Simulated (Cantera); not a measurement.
Input (Python, Cantera):

```python
import numpy as np
import cantera as ct

surf = ct.Interface("diamond.yaml", "diamond_100")
gas, bulk = surf.adjacent["gas"], surf.adjacent["diamond"]
k = surf.kinetics_species_index(bulk.species_names[0])
cover = ["c6HH", "c6H*", "c6*H", "c6**", "c6HM", "c6B"]

rows, drift = [], 0.0
print(f"{'P':>10s}{'um/h':>11s}" + "".join(f"{s:>11s}" for s in cover))
for v in [1200, 1700, 2500, 3600, 5200, 7600, 11000, 16000]:
    T, P, xH, xCH3 = 1400, v, 0.019, 8.1e-05
    gas.TPX = T, P, {"H": xH, "CH3": xCH3, "CH4": 0.0061, "H2": 1 - xH - xCH3 - 0.0061}
    surf.TP = bulk.TP = T, P
    surf.coverages = "c6H*:0.1, c6HH:0.9"
    surf.advance_coverages(100.0)
    before = surf.coverages
    surf.advance_coverages(100.0)
    drift = max(drift, np.max(np.abs(surf.coverages - before) / (surf.coverages + 1e-9)))
    rate = surf.net_production_rates[k] * bulk.mean_molecular_weight / bulk.density * 3.6e9
    rows.append([rate, *surf[cover].coverages])
    print(f"{v:10.4g}{rate:11.4e}" + "".join(f"{x:11.3e}" for x in rows[-1][1:]))
```

Output:

```
         P       um/h       c6HH       c6H*       c6*H       c6**       c6HM        c6B
      1200 2.0562e-01  3.280e-01  5.981e-02  5.470e-01  6.504e-02  7.201e-06  5.580e-10
      1700 3.2167e-01  3.280e-01  5.983e-02  5.470e-01  6.504e-02  1.042e-05  8.729e-10
      2500 5.2339e-01  3.281e-01  5.985e-02  5.469e-01  6.504e-02  1.554e-05  1.420e-09
      3600 8.2867e-01  3.281e-01  5.989e-02  5.469e-01  6.505e-02  2.247e-05  2.249e-09
      5200 1.3254e+00  3.281e-01  5.995e-02  5.468e-01  6.507e-02  3.230e-05  3.597e-09
      7600 2.1791e+00  3.280e-01  6.003e-02  5.466e-01  6.510e-02  4.647e-05  5.913e-09
   1.1e+04 3.5940e+00  3.280e-01  6.015e-02  5.465e-01  6.514e-02  6.543e-05  9.753e-09
   1.6e+04 6.0673e+00  3.280e-01  6.033e-02  5.462e-01  6.520e-02  9.115e-05  1.646e-08
```

Detailed kinetics in Cantera: the Harris–Goodwin 1993 mechanism for the reconstructed diamond (100) surface.
